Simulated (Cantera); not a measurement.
Feed: 1 mol TiCl4, 0.5 mol O2, at 825 °C and 35.0 mbar.

Equilibrium computed with Cantera from the NASA thermochemical tables; the gas is ideal and each condensed phase is pure. Candidate condensed phases: Ti, TiCl2, TiCl3, TiCl4, TiO, TiO2, Ti2O3, Ti3O5, Ti4O7; 15 gas species. Condensed phases not in the tables: TiOCl. Equilibrium is a limit: real reactors are often held back by kinetics, nucleation or transport.

Base state: Cl2 0.661, TiCl4 0.332, Cl 0.00644 (mole fractions); condensed: TiO2(rutile).

Problem. What changes in the equilibrium state with this change: O2 from 0.5 to 0.089 mol?

Solution. 
```json
[
 {"species": "TiCl4", "before": "0.332", "after": "0.835"},
 {"species": "Cl2", "before": "0.661", "after": "0.162"},
 {"species": "Cl", "before": "0.00644", "after": "0.00318"},
 {"species": "TiO2(rutile), mol", "before": "0.500", "after": "0.0890"}
]
```
